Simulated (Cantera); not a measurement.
Feed: 1 mol CF₄, 0.47 mol HCl, 0.21 mol H₂, held at 1748.15 K and 34.0 Pa.

Equilibrium computed with Cantera from the NASA thermochemical tables; the gas is ideal and each condensed phase is pure. Candidate condensed phases: C, C₆H₆, C₇H₈, C₈H₁₈; 118 gas species. Gases not in the tables: C₂F₆ and larger saturated fluorocarbons. Rates play no part.

Base state: HF 0.402, CF₄ 0.330, Cl 0.212, CF₂ 0.0317, F 0.0220, CF₃ 0.00132, HCl 0.000642, Cl₂ 0.000252 (mole fractions); condensed: C(graphite).

Problem. What changes in the equilibrium state with this change: temperature from 1748.15 K to 1973 K?

Solution. 
```tsv
species	before	after
HF	0.402	0.314
F	0.0220	0.209
CF₂	0.0317	0.175
CF₄	0.330	0.131
Cl	0.212	0.166
CF	2.43e-5	0.000848
Cl₂	0.000252	2.11e-5
C(graphite), mol	0.199	0.118
```
